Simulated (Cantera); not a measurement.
Cantera run:

```python
import numpy as np
import cantera as ct

gas_names = """
    CL CL2 H HCL H2 N NH NH2 NH3 N2 N2H2 N2H4 Si SiCL SiCL2 SiCL3 SiCL4 SiH SiHCL3 SiH2 SiH2CL2 SiH3
    SiH3CL SiH4 SiN Si2 Si2N Si3
""".split()
cond_names = """
    NH4CL(a) NH4CL(b) Si(cr) Si(L) Si3N4(a)
""".split()


# ... load() reads the species with a 1 bar reference pressure and builds the phases ...
atoms = {
    'Si2Cl6': {'Si': 2, 'CL': 6},
    'NH3': {'N': 1, 'H': 3},
    'N2': {'N': 2},
}
top_T = {'Si3N4(a)': 2400}  # K; cautious upper limits of use, not melting points


# ... equilibrate(T, P, feed) seeds the gas with the atoms and calls Mixture.equilibrate('TP', solver="vcs", rtol=1e-11, max_steps=5000) ...
results = []
T = 1025  # K
P = 740  # Pa
for m in [0.32, 0.45, 0.63, 0.89, 1.3, 1.8, 2.5, 3.5, 4.9]:
    feed = {'Si2Cl6': 1, 'NH3': m, 'N2': 83}  # mol
    mix = equilibrate(T, P, feed)
    results.append((T, P, feed, dict(zip(mix.species_names, mix.species_moles))))

top = {s: max(r[3][s] / sum(r[3][g] for g in gas_names) for r in results) for s in gas_names}
cols = sorted((s for s in top if top[s] > 0.001), key=lambda s: -top[s])[:8]
seen = [c for c in cond_names if any(r[3].get(c, 0) > 1e-12 for r in results)]
print("log10 of partial pressures in bar; condensed amounts in mol")
print(f"{'n(NH3)':>10s}" + "".join(f"{s[:9]:>10s}" for s in cols + seen))
for T, P, feed, n in results:
    ng = sum(n[g] for g in gas_names)
    print(f"{feed['NH3']:10.4g}" + "".join(f"{np.log10(max(n[s] / ng * P / 1e5, 1e-99)):10.3f}" for s in cols)
          + "".join(f"{n.get(c, 0):10.4g}" for c in seen))
```

Result:

```
log10 of partial pressures in bar; condensed amounts in mol
    n(NH3)        N2       HCL        H2     SiCL4  Si3N4(a)
      0.32    -2.142    -4.095    -5.780    -3.957    0.2431
      0.45    -2.144    -3.956    -5.484    -3.990    0.2725
      0.63    -2.146    -3.822    -5.193    -4.037    0.3114
      0.89    -2.148    -3.691    -4.893    -4.110     0.364
       1.3    -2.153    -3.558    -4.563    -4.236    0.4376
       1.8    -2.157    -3.459    -4.276    -4.410    0.5113
       2.5    -2.163    -3.384    -3.986    -4.687     0.583
       3.5    -2.171    -3.345    -3.703    -5.091    0.6328
       4.9    -2.181    -3.339    -3.460    -5.544    0.6543
```

Cantera equilibrium calculation (NASA polynomials, part measured and part estimated; ideal gas, pure solids and liquids). The feed counts by its element totals alone. The tables' values for SiCl3 are old estimates; treat these amounts as uncertain.
